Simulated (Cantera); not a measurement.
Input (Python, Cantera):

```python
import numpy as np
import cantera as ct

gas = ct.Solution("gri30.yaml")
gas.TPX = 1375, 2800000, {'CO': 1, 'H2': 0.44, 'O2': 0.343, 'N2': 1.29}
reactor = ct.IdealGasReactor(gas, energy="on", clone=False)
net = ct.ReactorNet([reactor])
net.rtol, net.atol = 1e-08, 1e-16
show = ['CO', 'H2', 'O2', 'H2O2', 'H']
times = np.geomspace(1e-06, 9, 14)

steps = ct.SolutionArray(gas, extra=["t"])
rows = []
print(f"{'t/s':>10s}{'T/K':>9s}{'P/Pa':>11s}" + "".join(f"{s:>11s}" for s in show))
for t in times:
    while net.time < t:
        t_next = net.step()
        steps.append(gas.state, t=t_next)
    rows.append([np.interp(t, steps.t, y) for y in (steps.T, steps.P, *steps(*show).X.T)])
    print(f"{t:10.3e}{rows[-1][0]:9.1f}{rows[-1][1]:11.4g}" + "".join(f"{x:11.3e}" for x in rows[-1][2:]))
rate = np.gradient(steps.T, steps.t)
print("integrator steps:", len(steps.t))
if steps.T.max() > steps.T[0] + 200:
    print(f"time of steepest temperature rise: {steps.t[rate.argmax()]:.4e} s")
gas.TPX = 1375, 2800000, {'CO': 1, 'H2': 0.44, 'O2': 0.343, 'N2': 1.29}
gas.equilibrate("UV")
print(f"equilibrium (UV): T = {gas.T:.1f} K  " + "  ".join(f"{s} {gas[s].X[0]:.3e}" for s in show))
```

It prints:

```
       t/s      T/K       P/Pa         CO         H2         O2       H2O2          H
 1.000e-06   1375.4  2.801e+06  3.254e-01  1.431e-01  1.116e-01  4.510e-07  3.900e-06
 3.427e-06   3129.2  5.742e+06  2.480e-01  3.285e-02  2.678e-03  1.060e-06  8.395e-03
 1.175e-05   3175.7  5.807e+06  2.470e-01  3.294e-02  1.397e-03  7.542e-07  6.302e-03
 4.026e-05   3165.8  5.791e+06  2.477e-01  3.330e-02  1.289e-03  7.128e-07  6.180e-03
 1.380e-04   3165.0   5.79e+06  2.478e-01  3.333e-02  1.281e-03  7.097e-07  6.171e-03
 4.728e-04   3165.0   5.79e+06  2.478e-01  3.333e-02  1.281e-03  7.097e-07  6.171e-03
 1.621e-03   3165.0   5.79e+06  2.478e-01  3.333e-02  1.281e-03  7.097e-07  6.171e-03
 5.554e-03   3165.0   5.79e+06  2.478e-01  3.333e-02  1.281e-03  7.097e-07  6.171e-03
 1.903e-02   3165.0   5.79e+06  2.478e-01  3.333e-02  1.281e-03  7.097e-07  6.171e-03
 6.523e-02   3165.0   5.79e+06  2.478e-01  3.333e-02  1.281e-03  7.097e-07  6.171e-03
 2.236e-01   3165.0   5.79e+06  2.478e-01  3.333e-02  1.281e-03  7.097e-07  6.171e-03
 7.662e-01   3165.0   5.79e+06  2.478e-01  3.333e-02  1.281e-03  7.097e-07  6.171e-03
 2.626e+00   3165.0   5.79e+06  2.478e-01  3.333e-02  1.281e-03  7.097e-07  6.171e-03
 9.000e+00   3165.0   5.79e+06  2.478e-01  3.333e-02  1.281e-03  7.097e-07  6.171e-03
integrator steps: 1251
time of steepest temperature rise: 2.8255e-06 s
equilibrium (UV): T = 3165.0 K  CO 2.478e-01  H2 3.333e-02  O2 1.281e-03  H2O2 7.097e-07  H 6.171e-03
```

Computed with Cantera and GRI-Mech 3.0 (53 species, 325 reactions). The hydrogen kinetics of GRI-Mech 3.0 are dated; newer H2 mechanisms differ, most at raised pressure. The pressure lies above the range GRI-Mech 3.0 was tuned for (to about 10 atm). Above 3000 K some thermodynamic fits are extrapolated.
